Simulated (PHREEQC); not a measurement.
**Acid mine or pickling water**

Model water analysis in mmol/kgw, 25 °C, pH 2.8:

| constituent | mmol/kgw |
|---|---|
| Na | 57.6 |
| K | 7.18e-05 |
| Ca | 23.9 |
| Mg | 15.6 |
| Cl | 33.9 |
| S(6) | 53.3 |
| Br | 0.689 |

Cl is adjusted to close the charge balance.
Valence states are taken as typed.

Model: Pitzer model, pitzer.dat, run in PHREEQC.

Precipitation was switched off in this run.

### Question
Predict the specific conductance, osmotic coefficient, density.

### Answer
specific conductance 12700 µS/cm; osmotic coefficient 0.772; density 1.005 g/cm³.

### Question
In which forms is S present?

### Answer
SO4-2 96 %, HSO4- 3.7 % of the S.

Examples of supersaturated solids here: Gypsum. Others may be too.
